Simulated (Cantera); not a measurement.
What does this Cantera script print?

```python
import numpy as np
import cantera as ct

gas = ct.Solution("h2o2.yaml")
gas.TPX = 650, 140000, {'H2': 1, 'O2': 0.172, 'N2': 0.69, 'H2O': 0.42}
flame = ct.FreeFlame(gas, width=0.032)
flame.set_refine_criteria(ratio=3, slope=0.08, curve=0.16)
flame.transport_model = "unity-Lewis-number"
flame.solve(loglevel=0, auto=True)
z, T = flame.grid, flame.T
thick = (T[-1] - T[0]) / np.gradient(T, z).max()
show = ['H2', 'O2', 'H2O', 'H', 'O', 'OH']
print(f"laminar burning velocity  {flame.velocity[0] * 100:.3f} cm/s")
print(f"burnt temperature         {T[-1]:.1f} K")
print(f"thermal thickness         {thick * 1e3:.4f} mm")
print(f"grid points               {len(z)}")
z0 = z[flame.heat_release_rate.argmax()]
print(f"{'z/mm':>9s}{'T/K':>9s}{'u/(m/s)':>9s}" + "".join(f"{s:>11s}" for s in show))
rows = []
for k in (-3, -2, -1.5, -1, -0.5, -0.25, 0, 0.25, 0.5, 1, 2, 4, 8):
    zz = z0 + k * thick
    rows.append([k * thick, np.interp(zz, z, T), np.interp(zz, z, flame.velocity),
                 *(np.interp(zz, z, flame.X[gas.species_index(s)]) for s in show)])
    print(f"{rows[-1][0] * 1e3:9.3f}{rows[-1][1]:9.1f}{rows[-1][2]:9.3f}" + "".join(f"{x:11.3e}" for x in rows[-1][3:]))
```

Result:

```
laminar burning velocity  338.123 cm/s
burnt temperature         1743.1 K
thermal thickness         0.2889 mm
grid points               104
     z/mm      T/K  u/(m/s)         H2         O2        H2O          H          O         OH
   -0.867    650.0    3.381  4.382e-01  7.537e-02  1.841e-01  6.684e-14  2.243e-14  1.096e-15
   -0.578    650.3    3.383  4.382e-01  7.535e-02  1.841e-01  2.384e-12  6.284e-12  3.016e-13
   -0.433    651.8    3.390  4.380e-01  7.526e-02  1.843e-01  8.574e-11  2.733e-10  1.392e-11
   -0.289    659.9    3.431  4.372e-01  7.476e-02  1.854e-01  9.227e-09  1.716e-08  1.233e-09
   -0.144    765.4    3.951  4.263e-01  6.813e-02  2.005e-01  1.047e-04  7.666e-06  1.492e-05
   -0.072    979.8    4.987  3.995e-01  5.334e-02  2.348e-01  2.876e-03  1.054e-04  1.676e-04
    0.000   1238.7    6.196  3.511e-01  2.970e-02  2.876e-01  1.610e-02  4.361e-04  5.328e-04
    0.072   1406.5    6.955  3.110e-01  1.130e-02  3.281e-01  3.005e-02  4.499e-04  1.000e-03
    0.144   1493.3    7.337  2.958e-01  3.602e-03  3.458e-01  3.320e-02  2.571e-04  1.221e-03
    0.289   1571.8    7.674  2.942e-01  4.595e-04  3.545e-01  2.747e-02  1.081e-04  1.201e-03
    0.578   1634.6    7.939  2.994e-01  4.031e-05  3.575e-01  1.819e-02  4.727e-05  9.378e-04
    1.155   1680.6    8.130  3.041e-01  1.025e-05  3.593e-01  1.079e-02  1.796e-05  6.251e-04
    2.311   1709.8    8.250  3.071e-01  3.357e-06  3.605e-01  6.055e-03  5.925e-06  3.764e-04
```

Computed with Cantera and the H2/O2 subset of GRI-Mech 3.0, which has no nitrogen chemistry. Unity Lewis numbers drop preferential diffusion, which matters most where H2 and H carry the flame. Burning velocities carry a grid error of a few per cent, more on coarse grids.
